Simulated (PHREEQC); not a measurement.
# Nickel, zinc or cadmium bath: speciation

Dissolve 0.0039 mol/kgw CdSO4, 0.00083 mol/kgw H3BO3 and 4.1e-05 mol/kgw MnSO4 at 50 °C. Closed to the air; pH follows from the charge balance.

The numbers come from PHREEQC with the ion-association model, phreeqc.dat.

Each row changes one thing in this solution. No solid was allowed to form.

```tsv
case	pH	ionic strength (mol/kgw)	SO4-2 (mol/kgw)	Cd+2 (mol/kgw)	CdSO4 (mol/kgw)	Mn+2 (mol/kgw)
as made	5.95	0.0114	0.00281	0.00281	0.00106	3.10e-5
MnSO4 from 4.1e-05 to 3.69e-05 mol/kgw	5.95	0.0114	0.00281	0.00281	0.00106	2.79e-5
diluted 100-fold with water	___	0.000156	3.90e-5	3.85e-5	4.41e-7	4.06e-7
H3BO3 from 0.00083 to 0.000913 mol/kgw	___	0.0114	0.00281	0.00281	0.00106	3.10e-5
diluted 10-fold with water	6.30	0.00145	0.000363	0.000359	3.04e-5	3.83e-6
```

Complete the blanks.


- diluted 100-fold with water, pH: 6.55
- H3BO3 from 0.00083 to 0.000913 mol/kgw, pH: 5.94

Species that the database lacks are ignored. Constants without temperature data keep their 25 °C values here.
